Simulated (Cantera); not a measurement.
A Cantera script and what it prints.

```python
import numpy as np
import cantera as ct

gas_names = [...]  # 110 gases of nasa_gas.yaml made of C, H, O
cond_names = """
    C(gr) C6H6(L) C7H8(L) C8H18(L),n-octa H2O(s) H2O(L)
""".split()


# ... load() reads the species with a 1 bar reference pressure and builds the phases ...
atoms = {
    'C': {'C': 1},
    'H2': {'H': 2},
    'O2': {'O': 2},
}
top_T = {'C(gr)': 4500}  # K; cautious upper limits of use, not melting points


# ... equilibrate(T, P, feed) seeds the gas with the atoms and calls Mixture.equilibrate('TP', solver="vcs", rtol=1e-11, max_steps=5000) ...
results = []
feed = {'C': 1, 'H2': 17, 'O2': 0.033}  # mol
P = 430000  # Pa
for T in [1798, 1848, 1898, 1948, 1998, 2048, 2098]:
    mix = equilibrate(T, P, feed)
    results.append((T, P, feed, dict(zip(mix.species_names, mix.species_moles))))

top = {s: max(r[3][s] / sum(r[3][g] for g in gas_names) for r in results) for s in gas_names}
cols = sorted((s for s in top if top[s] > 1e-06), key=lambda s: -top[s])[:8]
seen = [c for c in cond_names if any(r[3].get(c, 0) > 1e-12 for r in results)]
print("log10 of partial pressures in bar; condensed amounts in mol")
print(f"{'T/K':>10s}" + "".join(f"{s[:9]:>10s}" for s in cols + seen))
for T, P, feed, n in results:
    ng = sum(n[g] for g in gas_names)
    print(f"{T:10.4g}" + "".join(f"{np.log10(max(n[s] / ng * P / 1e5, 1e-99)):10.3f}" for s in cols)
          + "".join(f"{n.get(c, 0):10.4g}" for c in seen))
```

Output:

```
log10 of partial pressures in bar; condensed amounts in mol
       T/K        H2        CO       CH4         H C2H2,acet       CH3      C2H4       H2O     C(gr)
      1798     0.630    -1.778    -1.851    -3.138    -3.133    -4.313    -4.128    -4.689    0.8717
      1848     0.630    -1.778    -1.921    -2.960    -2.959    -4.207    -4.100    -4.794     0.877
      1898     0.630    -1.778    -1.987    -2.792    -2.794    -4.107    -4.074    -4.893    0.8795
      1948     0.630    -1.779    -2.050    -2.632    -2.638    -4.012    -4.050    -4.987    0.8794
      1998     0.630    -1.779    -2.109    -2.480    -2.490    -3.923    -4.026    -5.076    0.8763
      2048     0.630    -1.779    -2.166    -2.335    -2.349    -3.837    -4.005    -5.161    0.8701
      2098     0.630    -1.779    -2.220    -2.197    -2.216    -3.757    -3.984    -5.241    0.8602
```

Method: chemical equilibrium by Gibbs-energy minimisation in Cantera with the NASA 1993 tables (ideal gas, pure condensed phases).
